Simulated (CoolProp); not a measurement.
500 sccm (0 °C, 1 atm) of nitrogen bubbles through liquid benzene at 311.1 K and leaves saturated at a total pressure of 0.15 MPa (ideal gas phase). Each further row changes one setting.

The numbers come from the reference Helmholtz-energy equation of state, Thol 2012 in CoolProp.

```tsv
case	vapour pressure (kPa)	mole fraction of vapour	delivery (mg/min)	delivery (sccm)	change of delivery for a bath 1 K warmer (%)
as stated	22.4	0.149	306	87.8	5.0
bath temperature 316.1 K	27.5	0.183	391	112	5.0
total pressure 0.3 MPa	22.4	0.0747	141	40.4	4.6
```
